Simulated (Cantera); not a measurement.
# Adiabatic ignition

An adiabatic, constant-volume homogeneous reactor starts with 15.5 % H₂, 17.7 % O₂, 66.3 % N₂, 0.466 % NO, at 1700 K and 5.00 bar.

Model: GRI-Mech 3.0 (53 species, 325 reactions), integrated in Cantera. The hydrogen kinetics of GRI-Mech 3.0 are dated; newer H2 mechanisms differ, most at raised pressure.

```tsv
t (s)	T (K)	P (bar)	x H₂	x O₂	x NO	x OH	x HO₂	x O	x H
5.00e-6	2672	7.40	0.00739	0.0978	0.00507	0.0260	3.10e-5	0.0124	0.00543
1.70e-5	2809	7.71	0.00391	0.100	0.00567	0.0210	3.43e-5	0.00646	0.00192
5.76e-5	2806	7.70	0.00388	0.0993	0.00739	0.0208	3.39e-5	0.00636	0.00189
0.000196	2798	7.68	0.00382	0.0972	0.0121	0.0203	3.29e-5	0.00611	0.00183
0.000665	2786	7.64	0.00372	0.0938	0.0195	0.0196	3.12e-5	0.00572	0.00173
0.00226	2780	7.62	0.00369	0.0925	0.0225	0.0193	3.05e-5	0.00557	0.00169
0.00766	2780	7.62	0.00369	0.0925	0.0225	0.0193	3.05e-5	0.00556	0.00169
0.0260	2780	7.62	0.00369	0.0925	0.0225	0.0193	3.05e-5	0.00556	0.00169
0.0884	2780	7.62	0.00369	0.0925	0.0225	0.0193	3.05e-5	0.00556	0.00169
0.300	2780	7.62	0.00369	0.0925	0.0225	0.0193	3.05e-5	0.00556	0.00169
```
x: mole fraction; the columns are a selection and need not sum to one.

```json
{
 "time_of_steepest_temperature_rise": "1.70 µs",
 "temperature at 0.300 s": "2780 K",
 "equilibrium_temperature": "2780 K",
 "x(H₂) at 0.300 s": "0.00369 (gas-phase equilibrium 0.00369)",
 "x(O₂) at 0.300 s": "0.0925 (gas-phase equilibrium 0.0925)",
 "x(NO) at 0.300 s": "0.0225 (gas-phase equilibrium 0.0225)"
}
```
